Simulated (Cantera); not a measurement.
**Adiabatic ignition**

An adiabatic, constant-volume homogeneous reactor starts with 21.1 % CO, 1.90 % H2, 8.02 % CH4, 14.5 % O2, 54.5 % N2, equivalence ratio 1.9, at 1500 K and 61000 Pa.

Model: GRI-Mech 3.0 (53 species, 325 reactions), integrated in Cantera.

```tsv
t (s)	T (K)	P (bar)	x CO	x H2	x CH4	x OH	x H	x O2
3.00e-6	1500	0.610	0.211	0.0190	0.0802	3.12e-8	3.97e-8	0.145
1.44e-5	1500	0.610	0.211	0.0190	0.0802	5.84e-8	8.02e-8	0.145
6.89e-5	1500	0.610	0.211	0.0190	0.0802	1.85e-7	3.34e-7	0.145
0.000330	1504	0.611	0.211	0.0189	0.0792	3.49e-6	7.54e-6	0.144
0.00158	2862	1.21	0.212	0.0477	<1e-12	0.0136	0.0203	0.00324
0.00758	2858	1.21	0.213	0.0481	<1e-12	0.0132	0.0200	0.00308
0.0363	2858	1.21	0.213	0.0481	<1e-12	0.0132	0.0200	0.00308
0.174	2858	1.21	0.213	0.0481	<1e-12	0.0132	0.0200	0.00308
0.835	2858	1.21	0.213	0.0481	<1e-12	0.0132	0.0200	0.00308
4.00	2858	1.21	0.213	0.0481	<1e-12	0.0132	0.0200	0.00308
```
x: mole fraction; the columns are a selection and need not sum to one.

| Property | Result |
|---|---|
| time of steepest temperature rise | 0.780 ms |
| temperature at 4.00 s | 2858 K |
| equilibrium temperature | 2858 K |
| x(CO) at 4.00 s | 0.213 (gas-phase equilibrium 0.213) |
| x(H2) at 4.00 s | 0.0481 (gas-phase equilibrium 0.0481) |
| x(CH4) at 4.00 s | <1e-12 (gas-phase equilibrium <1e-12) |
